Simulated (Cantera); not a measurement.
A Cantera script and its output.

```python
import numpy as np
import cantera as ct

gas = ct.Solution("SiF4_NH3_mec.yaml", "gas")
gas.TPX = 2300, 2666, {'NH3': 1, 'H2': 3.4}
reactor = ct.IdealGasConstPressureReactor(gas, energy="off", clone=False)
net = ct.ReactorNet([reactor])
net.rtol, net.atol = 1e-08, 1e-18
show = ['NH3', 'H2', 'N2H4', 'N2', 'NH2', 'NH', 'N']
times = np.geomspace(3e-05, 200, 15)

steps = ct.SolutionArray(gas, extra=["t"])
rows = []
print(f"{'t/s':>10s}{'T/K':>9s}{'P/Pa':>11s}" + "".join(f"{s:>11s}" for s in show))
for t in times:
    while net.time < t:
        t_next = net.step()
        steps.append(gas.state, t=t_next)
    rows.append([np.interp(t, steps.t, y) for y in (steps.T, steps.P, *steps(*show).X.T)])
    print(f"{t:10.3e}{rows[-1][0]:9.1f}{rows[-1][1]:11.4g}" + "".join(f"{x:11.3e}" for x in rows[-1][2:]))
rate = np.gradient(steps.T, steps.t)
print("integrator steps:", len(steps.t))
if steps.T.max() > steps.T[0] + 200:
    print(f"time of steepest temperature rise: {steps.t[rate.argmax()]:.4e} s")
gas.TPX = 2300, 2666, {'NH3': 1, 'H2': 3.4}
gas.equilibrate("TP")
print(f"equilibrium (TP): T = {gas.T:.1f} K  " + "  ".join(f"{s} {gas[s].X[0]:.3e}" for s in show))
```

Output:

```
       t/s      T/K       P/Pa        NH3         H2       N2H4         N2        NH2         NH          N
 3.000e-05   2300.0       2666  2.272e-01  7.727e-01  1.558e-12  3.606e-11  3.278e-05  2.177e-08  2.979e-11
 9.216e-05   2300.0       2666  2.271e-01  7.726e-01  1.504e-11  4.884e-09  1.005e-04  2.670e-07  1.493e-09
 2.831e-04   2300.0       2666  2.269e-01  7.725e-01  1.407e-10  5.514e-07  3.060e-04  2.695e-06  5.016e-08
 8.697e-04   2300.0       2666  2.260e-01  7.721e-01  1.193e-09  4.611e-05  8.900e-04  2.296e-05  1.258e-06
 2.672e-03   2300.0       2666  2.215e-01  7.735e-01  3.952e-09  1.449e-03  1.620e-03  7.566e-05  7.567e-06
 8.208e-03   2300.0       2666  2.050e-01  7.832e-01  3.780e-09  8.193e-03  1.584e-03  7.840e-05  8.311e-06
 2.521e-02   2300.0       2666  1.624e-01  8.084e-01  2.751e-09  2.568e-02  1.351e-03  7.293e-05  8.418e-06
 7.746e-02   2300.0       2666  8.229e-02  8.555e-01  1.098e-09  5.851e-02  8.540e-04  5.886e-05  8.648e-06
 2.380e-01   2300.0       2666  9.384e-03  8.957e-01  6.613e-11  8.836e-02  2.098e-04  3.207e-05  1.040e-05
 7.310e-01   2300.0       2666  5.538e-06  8.692e-01  9.670e-16  9.073e-02  8.095e-07  8.187e-07  1.748e-06
 2.246e+00   2300.0       2666  2.402e-07  8.549e-01  3.534e-18  9.004e-02  4.904e-08  6.929e-08  2.066e-07
 6.899e+00   2300.0       2666  9.146e-08  8.548e-01  5.240e-19  9.004e-02  1.870e-08  2.647e-08  7.906e-08
 2.119e+01   2300.0       2666  8.268e-08  8.548e-01  4.302e-19  9.004e-02  1.691e-08  2.393e-08  7.146e-08
 6.510e+01   2300.0       2666  8.267e-08  8.548e-01  4.302e-19  9.004e-02  1.691e-08  2.392e-08  7.146e-08
 2.000e+02   2300.0       2666  8.267e-08  8.548e-01  4.302e-19  9.004e-02  1.691e-08  2.392e-08  7.146e-08
integrator steps: 1666
equilibrium (TP): T = 2300.0 K  NH3 8.267e-08  H2 8.548e-01  N2H4 4.302e-19  N2 9.004e-02  NH2 1.691e-08  NH 2.392e-08  N 7.146e-08
```

Cantera simulation using the gas-phase N/H chemistry of the illustrative SiF4/NH3 mechanism in the Surface Chemkin manual (1991); the numbers are that mechanism's predictions, not measurements. Walls and surfaces, which speed up NH3 decomposition in real reactors, are not modelled.
